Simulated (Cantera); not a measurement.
# Equilibrium for metals in furnace atmospheres: Fe + H2O + H2 + O2

Feed: 1 mol Fe, 4.1 mol H2O, 29 mol H2, 0.0084 mol O2, at 1348 K and 3.10 bar.

Equilibrium computed with Cantera from the NASA thermochemical tables; the gas is ideal and each condensed phase is pure. Candidate condensed phases: Fe, FeO, Fe(OH)2, Fe(OH)3, Fe2O3, Fe3O4, H2O; 12 gas species. Equilibrium is a limit: real reactors are often held back by kinetics, nucleation or transport.

| Quantity | Result |
|---|---|
| x(H2) | 0.876 |
| x(H2O) | 0.124 |
| x(H) | 1.23e-6 |
| n(Fe(γ)) | 1.000 mol |
| gas amount | 33.10 mol |
| log10 activity of Fe(OH)2(s) (absent) | -6.22 |
| log10 activity of Fe(OH)3(s) (absent) | -11.70 |
